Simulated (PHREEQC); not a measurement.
KOH is added in steps, without added water, to 1 kg of water holding 0.004 mol NaHS, 0.18 mol HCl and 0.15 mol NiCl2, at 25 °C. No oxygen is let in. No CO2 enters from the air. Nothing may precipitate in this run.

Base run: PHREEQC, ion-association model, wateq4f.dat. Each further column changes one thing. The table gives H2S (mol/kgw).

```csv
KOH added (mol),base,NaHS from 0.004 to 0.02 mol/kgw
0,0.00400,0.0200
0.053,0.00400,0.0200
0.09275,0.00399,0.0200
0.1457,0.00399,0.0199
0.1988,1.30e-5,6.43e-5
0.2385,6.00e-6,2.98e-5
0.2915,3.67e-6,1.82e-5
0.3312,2.77e-6,1.38e-5
0.3842,1.95e-6,9.66e-6
0.4373,1.31e-6,6.51e-6
0.477,8.94e-7,4.44e-6
0.53,4.17e-7,2.08e-6
```

In at least one series the solution becomes supersaturated in solids that the run did not let form, among them Ni(OH)2, Millerite. The polysulfide entries of wateq4f.dat were taken out for this run.
